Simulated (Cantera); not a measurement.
What does this Cantera script print?

```python
import numpy as np
import cantera as ct

gas_names = """
    H HNO HNO2 HNO3 HO2 H2 H2O H2O2 N NH NH2 NH3 NH2OH NO NO2 NO3 N2 N2H2 N2H4 N2O O OH O2 O3 Si SiH
    SiH2 SiH3 SiH4 SiN SiO SiO2 Si2 Si2N Si3
""".split()
cond_names = """
    H2O(s) H2O(L) Si(cr) Si(L) SiO2(Lqz) SiO2(hqz) SiO2(L) Si2N2O(s) Si3N4(a)
""".split()


# ... load() reads the species with a 1 bar reference pressure and builds the phases ...
atoms = {
    'Si3N4': {'Si': 3, 'N': 4},
    'O2': {'O': 2},
    'H2': {'H': 2},
}
top_T = {'Si2N2O(s)': 2100, 'Si3N4(a)': 2400}  # K; cautious upper limits of use, not melting points


# ... equilibrate(T, P, feed) seeds the gas with the atoms and calls Mixture.equilibrate('TP', solver="vcs", rtol=1e-11, max_steps=5000) ...
results = []
feed = {'Si3N4': 1, 'O2': 0.046, 'H2': 1.4}  # mol
T = 948.15  # K
P = 10000  # Pa
mix = equilibrate(T, P, feed)
results.append((T, P, feed, dict(zip(mix.species_names, mix.species_moles))))
x = sorted(zip(gas.X, gas.species_names), reverse=True)
print(f"T = {T:g} K  P = {P:g} Pa  gas = {mix.phase_moles(0):.4g} mol")
print("   x: " + "  ".join(f"{s} {v:.3e}" for v, s in x if v > 0.001))
print("   condensed (mol): " + ("  ".join(f"{mix.phase(i).name} {mix.phase_moles(i):.4g}"
      for i in range(1, mix.n_phases) if mix.phase_moles(i) > 1e-12) or "none"))
```

Output:

```
T = 948.15 K  P = 10000 Pa  gas = 1.431 mol
   x: H2 9.786e-01  N2 2.143e-02
   condensed (mol): Si2N2O(s) 0.092  Si3N4(a) 0.9387
```

These are equilibrium values from Cantera (NASA tables, ideal gas, pure condensed phases), not measurements of a reactor.
